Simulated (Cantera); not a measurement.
An isothermal, constant-pressure homogeneous reactor starts with NO : N₂ = 1 : 0.7 (molar parts), at 1750 K and 100000 Pa. Integrator tolerance rtol = 1e-08.

Detailed kinetics in Cantera: GRI-Mech 3.0 (53 species, 325 reactions).

Problem. What does this change do: temperature 1750 to 2200 K?

Solution. 
```csv
quantity,before,after
x(NO) at 10.0 s,0.190 (gas-phase equilibrium 0.00391),0.0139 (gas-phase equilibrium 0.0139)
x(O) at 10.0 s,3.38e-5 (gas-phase equilibrium 4.07e-5),0.00146 (gas-phase equilibrium 0.00146)
x(O₂) at 10.0 s,0.199 (gas-phase equilibrium 0.292),0.286 (gas-phase equilibrium 0.286)
x(NO₂) at 10.0 s,0.000516 (gas-phase equilibrium 1.29e-5),2.07e-5 (gas-phase equilibrium 2.07e-5)
x(N₂O) at 10.0 s,1.41e-5 (gas-phase equilibrium 2.14e-7),7.29e-7 (gas-phase equilibrium 7.29e-7)
x(N₂) at 10.0 s,0.611 (gas-phase equilibrium 0.704),0.698 (gas-phase equilibrium 0.698)
```

Problem. What does this change do: temperature 1750 to 1475 K?

Solution. 
```
quantity                                            before                                    after
----------------  ----------------------------------------  ---------------------------------------
x(NO) at 10.0 s      0.190 (gas-phase equilibrium 0.00391)    0.545 (gas-phase equilibrium 0.00121)
x(O) at 10.0 s     3.38e-5 (gas-phase equilibrium 4.07e-5)  4.51e-7 (gas-phase equilibrium 1.57e-6)
x(O₂) at 10.0 s        0.199 (gas-phase equilibrium 0.292)     0.0207 (gas-phase equilibrium 0.294)
x(NO₂) at 10.0 s  0.000516 (gas-phase equilibrium 1.29e-5)  0.00103 (gas-phase equilibrium 8.28e-6)
x(N₂O) at 10.0 s   1.41e-5 (gas-phase equilibrium 2.14e-7)  9.76e-5 (gas-phase equilibrium 7.10e-8)
x(N₂) at 10.0 s        0.611 (gas-phase equilibrium 0.704)      0.433 (gas-phase equilibrium 0.705)
```
